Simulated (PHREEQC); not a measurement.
Solution (70 °C): 0.0109 mol NaH2PO4 and 8.5e-05 mol HCl per kg of water. Closed to the air; pH follows from the charge balance.

All values are PHREEQC results (ion-association model, phreeqc.dat), not measurements.

This is a speciation only: nothing precipitates in the calculation.

**Question.** What pH does the model give?

**Answer.** pH 4.45.

Constants without temperature data keep their 25 °C values here.
